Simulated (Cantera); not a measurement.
Feed: 1 mol Ta, 0.74 mol CO2, 34 mol H2, at 0.133 bar.

These are equilibrium values from Cantera (NASA tables, ideal gas, pure condensed phases), not measurements of a reactor. Candidate condensed phases: C, C6H6, C7H8, C8H18, H2O, Ta, TaC, Ta2O5; 113 gas species. Mutual solubility and eutectic melting of coexisting phases are not modelled. TaC: taken at fixed stoichiometry. Condensed phases not in the tables: Ta2C, N, O or C dissolved in the metal. Rates play no part.

log p: log10 of the partial pressure in bar; n: condensed amount in mol.

```json
[
 {"T (K)": "1650", "log p H2": "-0.88", "log p CO": "-3.05", "log p H": "-4.48", "log p H2O": "-3.93", "log p CO2": "-6.61", "log p TaO2": "-9.46", "n TaC(s)": "0.511", "n Ta2O5(s)": "0.244", "n Ta(s)": "0"},
 {"T (K)": "1700", "log p H2": "-0.88", "log p CO": "-3.05", "log p H": "-4.27", "log p H2O": "-3.91", "log p CO2": "-6.61", "log p TaO2": "-8.86", "n TaC(s)": "0.512", "n Ta2O5(s)": "0.244", "n Ta(s)": "0"},
 {"T (K)": "1750", "log p H2": "-0.88", "log p CO": "-3.05", "log p H": "(withheld)", "log p H2O": "-3.88", "log p CO2": "-6.61", "log p TaO2": "(withheld)", "n TaC(s)": "0.513", "n Ta2O5(s)": "0.244", "n Ta(s)": "0"},
 {"T (K)": "1800", "log p H2": "-0.88", "log p CO": "-3.05", "log p H": "-3.89", "log p H2O": "-3.86", "log p CO2": "-6.62", "log p TaO2": "-7.76", "n TaC(s)": "0.513", "n Ta2O5(s)": "0.243", "n Ta(s)": "0"},
 {"T (K)": "1850", "log p H2": "-0.88", "log p CO": "-3.05", "log p H": "(withheld)", "log p H2O": "-3.84", "log p CO2": "-6.62", "log p TaO2": "(withheld)", "n TaC(s)": "0.513", "n Ta2O5(s)": "0.243", "n Ta(s)": "0"},
 {"T (K)": "1900", "log p H2": "-0.88", "log p CO": "-3.04", "log p H": "-3.54", "log p H2O": "-3.82", "log p CO2": "-6.61", "log p TaO2": "-6.78", "n TaC(s)": "0.508", "n Ta2O5(s)": "0.242", "n Ta(s)": "0.00858"},
 {"T (K)": "1950", "log p H2": "-0.88", "log p CO": "-2.75", "log p H": "-3.38", "log p H2O": "-3.72", "log p CO2": "-6.23", "log p TaO2": "-6.37", "n TaC(s)": "0.278", "n Ta2O5(s)": "0.194", "n Ta(s)": "0.334"}
]
```

Question: What belongs in the gaps?

Answer: 
- 1850, log p H: -3.71
- 1850, log p TaO2: -7.25
- 1750, log p H: -4.07
- 1750, log p TaO2: -8.29
